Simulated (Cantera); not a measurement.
Feed: 1 mol PbS, 85 mol H₂, at 2023.15 K and 1.00 Torr.

Method: chemical equilibrium by Gibbs-energy minimisation in Cantera with the NASA 1993 tables (ideal gas, pure condensed phases). Candidate condensed phases: Pb, PbS, S; 10 gas species. Rates play no part.

Base state: H₂ 0.929, H 0.0502, Pb 0.0110, S 0.00408, SH 0.00292, S₂ 0.00162, H₂S 0.000758, PbS 0.000254 (mole fractions); condensed: gas only.

Task: What changes in the equilibrium state with this change: pressure from 1.00 Torr to 1 atm?

Result: 
```json
[
 {"species": "H₂", "before": "0.929", "after": "0.977"},
 {"species": "Pb", "before": "0.0110", "after": "0.00944"},
 {"species": "H₂S", "before": "0.000758", "after": "0.00790"},
 {"species": "H", "before": "0.0502", "after": "0.00187"},
 {"species": "S", "before": "0.00408", "after": "5.31e-5"},
 {"species": "PbS", "before": "0.000254", "after": "0.00216"},
 {"species": "S₂", "before": "0.00162", "after": "0.000209"}
]
```

Task: What changes in the equilibrium state with this change: PbS replaced by FeS₂?

Result: 
```tsv
species	before	after
H₂	0.929	0.921
H	0.0502	0.0500
Fe	0	0.0112
Pb	0.0110	0
PbS	0.000254	0
S₂	0.00162	0.00464
```
Further candidate phases: Fe, FeS, FeS₂.
